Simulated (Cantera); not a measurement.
Cantera run:

```python
import numpy as np
import cantera as ct

gas_names = [...]  # 87 gases of nasa_gas.yaml made of C, H, Si
cond_names = """
    C(gr) C6H6(L) C7H8(L) C8H18(L),n-octa Si(cr) Si(L) SiC(b)
""".split()


# ... load() reads the species with a 1 bar reference pressure and builds the phases ...
atoms = {
    'Si(CH3)4': {'Si': 1, 'C': 4, 'H': 12},
    'C3H8': {'C': 3, 'H': 8},
    'H2': {'H': 2},
}
top_T = {'C(gr)': 4500, 'SiC(b)': 3050}  # K; cautious upper limits of use, not melting points


# ... equilibrate(T, P, feed) seeds the gas with the atoms and calls Mixture.equilibrate('TP', solver="vcs", rtol=1e-11, max_steps=5000) ...
results = []
feed = {'Si(CH3)4': 1, 'C3H8': 0.18, 'H2': 210}  # mol
T = 1625  # K
P = 3600  # Pa
mix = equilibrate(T, P, feed)
results.append((T, P, feed, dict(zip(mix.species_names, mix.species_moles))))
print(gas.report(threshold=1e-05))
for i in range(1, mix.n_phases):
    print(f"{mix.phase(i).name:16s} {mix.phase_moles(i):12.5e} mol")
```

Output:

```
       temperature   1625 K
          pressure   3600 Pa
           density   0.00053749 kg/m^3
  mean mol. weight   2.0172 kg/kmol
   phase of matter   gas

                          1 kg             1 kmol
                     ---------------   ---------------
          enthalpy        2.0074e+07        4.0494e+07  J
   internal energy        1.3376e+07        2.6983e+07  J
           entropy         1.037e+05        2.0918e+05  J/K
    Gibbs function       -1.4843e+08       -2.9942e+08  J
 heat capacity c_p             16284             32849  J/K
 heat capacity c_v             12163             24535  J/K

                      mass frac. Y      mole frac. X     chem. pot. / RT
                     ---------------   ---------------   ---------------
               CH4        0.00042063         5.289e-05           -46.669
    C2H2,acetylene        0.00045881        3.5545e-05           -26.847
                 H        0.00018577        0.00037176           -11.082
                H2           0.99893           0.99954           -22.164
     [  +83 minor]        6.7618e-06        6.6481e-07

C(gr)             3.51302e+00 mol
Si(cr)            0.00000e+00 mol
SiC(b)            9.99968e-01 mol
```

Cantera equilibrium calculation (NASA polynomials, part measured and part estimated; ideal gas, pure solids and liquids).
